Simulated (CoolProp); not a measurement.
A Linde-Hampson liquefier for ethane: isothermal reversible compression at 320 K from 1 atm to 15 MPa, throttling to 1 atm, return gas leaving the recuperator 2 K below the feed. Each further row changes one setting.

Computed with CoolProp (reference Helmholtz-energy equation of state, Bücker 2006).

| case | liquid yield per pass | compression work (kJ/kg of gas) |
|---|---|---|
| as stated | 0.454 | 353 |
| high pressure 30 MPa | 0.464 | ___ |
| warm-end temperature 350 K | ___ | ___ |
| warm-end gap 7 K | ___ | 353 |

**Question.** What belongs in the gaps?

**Answer.** 
- high pressure 30 MPa, compression work (kJ/kg of gas): 390
- warm-end temperature 350 K, liquid yield per pass: 0.356
- warm-end temperature 350 K, compression work (kJ/kg of gas): 414
- warm-end gap 7 K, liquid yield per pass: 0.447
